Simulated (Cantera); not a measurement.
Charge: 1 mol MgO, 0.08 mol SO₂, a varied amount of O₂, at 1475 °C and 100000 Pa.

Equilibrium computed with Cantera from the NASA thermochemical tables; the gas is ideal and each condensed phase is pure. Candidate condensed phases: Mg, MgO, MgS, MgSO₄, S; 14 gas species. Kinetics and transport are ignored.

**Question.** At 1.8 mol O₂, list the 4 most abundant gas species with their mole fractions, and the condensed phases.

**Answer.** O₂ 0.957, SO₂ 0.0420, SO₃ 0.000521, O 7.18e-5. Condensed: MgO(s).
